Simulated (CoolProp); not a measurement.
Computed with CoolProp (reference Helmholtz-energy equation of state, Wu 2012).

Task: For fluoroethane (R161), give the phase and the cp (kJ/(kg K)), cv (kJ/(kg K)), Joule-Thomson coefficient (K/MPa), isothermal compressibility (1/MPa) at 107.55 °C and 2670 kPa; 107.55 °C and 3000 kPa; 107.55 °C and 4000 kPa.

Result: 
- 107.55 °C and 2670 kPa: gas; cp 1.93, cv 1.45, Joule-Thomson coefficient 11.5, isothermal compressibility 0.490
- 107.55 °C and 3000 kPa: gas; cp 2.05, cv 1.48, Joule-Thomson coefficient 11.7, isothermal compressibility 0.461
- 107.55 °C and 4000 kPa: gas; cp 2.68, cv 1.59, Joule-Thomson coefficient 12.6, isothermal compressibility 0.442
